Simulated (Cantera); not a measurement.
Reactions in the system C-Ni-S

Cantera with NASA thermochemical tables; ideal gases at 1 bar, condensed phases pure. Values are per mole of reaction as written; species without (g) are pure solids or liquids, kept so even where they would boil at 1 bar.

CS2(g) + 2 NiS = 2 NiS2 + C

```csv
T (K),ΔH° (kJ),ΔS° (J/K),ΔG° (kJ),log10 K
375,-203.3,-192.4,-131.2,18.27
450,-202.8,-191.2,-116.8,13.56
525,-202.4,-190.3,-102.5,10.20
600,-202.0,-189.6,-88.3,7.68
675,-214.3,-208.5,-73.6,5.70
750,-213.5,-207.3,-58.0,4.04
825,-212.8,-206.4,-42.5,2.69
900,-212.1,-205.6,-27.1,1.57
975,-211.6,-205.0,-11.7,0.62
```

S2(g) + 2 NiS = 2 NiS2

```json
[
 {"T (K)": "375", "ΔH° (kJ)": "-214.4", "ΔS° (J/K)": "-187.4", "ΔG° (kJ)": "-144.2", "log10 K": "20.08"},
 {"T (K)": "450", "ΔH° (kJ)": "-213.7", "ΔS° (J/K)": "-185.6", "ΔG° (kJ)": "-130.2", "log10 K": "15.11"},
 {"T (K)": "525", "ΔH° (kJ)": "-213.0", "ΔS° (J/K)": "-184.2", "ΔG° (kJ)": "-116.3", "log10 K": "11.57"},
 {"T (K)": "600", "ΔH° (kJ)": "-212.4", "ΔS° (J/K)": "-183.2", "ΔG° (kJ)": "-102.5", "log10 K": "8.93"},
 {"T (K)": "675", "ΔH° (kJ)": "-224.6", "ΔS° (J/K)": "-201.8", "ΔG° (kJ)": "-88.4", "log10 K": "6.84"},
 {"T (K)": "750", "ΔH° (kJ)": "-223.7", "ΔS° (J/K)": "-200.5", "ΔG° (kJ)": "-73.3", "log10 K": "5.11"},
 {"T (K)": "825", "ΔH° (kJ)": "-222.9", "ΔS° (J/K)": "-199.5", "ΔG° (kJ)": "-58.3", "log10 K": "3.69"},
 {"T (K)": "900", "ΔH° (kJ)": "-222.1", "ΔS° (J/K)": "-198.6", "ΔG° (kJ)": "-43.4", "log10 K": "2.52"},
 {"T (K)": "975", "ΔH° (kJ)": "-221.5", "ΔS° (J/K)": "-197.9", "ΔG° (kJ)": "-28.5", "log10 K": "1.53"}
]
```

Ni + 2 S = NiS2

```
T (K)  ΔH° (kJ)  ΔS° (J/K)  ΔG° (kJ)  log10 K      condensed phases
-----  --------  ---------  --------  -------  --------------------
375      -132.4      -24.9    -123.1    17.14  Ni(s), S(s), NiS2(s)
450      -137.7      -38.2    -120.5    13.99  Ni(s), S(l), NiS2(s)
525      -140.5      -43.9    -117.4    11.69  Ni(s), S(l), NiS2(s)
600      -143.0      -48.4    -114.0     9.92  Ni(s), S(l), NiS2(s)
675      -144.9      -51.4    -110.2     8.53  Ni(s), S(l), NiS2(s)
750      -145.8      -52.7    -106.3     7.40  Ni(s), S(l), NiS2(s)
825      -146.7      -53.8    -102.3     6.48  Ni(s), S(l), NiS2(s)
900      -147.9      -55.1     -98.2     5.70  Ni(s), S(l), NiS2(s)
975      -149.1      -56.4     -94.0     5.04  Ni(s), S(l), NiS2(s)
```

NiS2 + Ni = 2 NiS

```json
[
 {"T (K)": "375", "ΔH° (kJ)": "-44.5", "ΔS° (J/K)": "3.8", "ΔG° (kJ)": "-45.9", "log10 K": "6.39"},
 {"T (K)": "450", "ΔH° (kJ)": "-44.5", "ΔS° (J/K)": "3.7", "ΔG° (kJ)": "-46.2", "log10 K": "5.36"},
 {"T (K)": "525", "ΔH° (kJ)": "-44.5", "ΔS° (J/K)": "3.8", "ΔG° (kJ)": "-46.5", "log10 K": "4.62"},
 {"T (K)": "600", "ΔH° (kJ)": "-44.5", "ΔS° (J/K)": "3.8", "ΔG° (kJ)": "-46.7", "log10 K": "4.07"},
 {"T (K)": "675", "ΔH° (kJ)": "-31.9", "ΔS° (J/K)": "23.1", "ΔG° (kJ)": "-47.5", "log10 K": "3.67"},
 {"T (K)": "750", "ΔH° (kJ)": "-31.9", "ΔS° (J/K)": "23.1", "ΔG° (kJ)": "-49.2", "log10 K": "3.43"},
 {"T (K)": "825", "ΔH° (kJ)": "-31.7", "ΔS° (J/K)": "23.3", "ΔG° (kJ)": "-50.9", "log10 K": "3.22"},
 {"T (K)": "900", "ΔH° (kJ)": "-31.4", "ΔS° (J/K)": "23.7", "ΔG° (kJ)": "-52.7", "log10 K": "3.06"},
 {"T (K)": "975", "ΔH° (kJ)": "-30.8", "ΔS° (J/K)": "24.3", "ΔG° (kJ)": "-54.5", "log10 K": "2.92"}
]
```
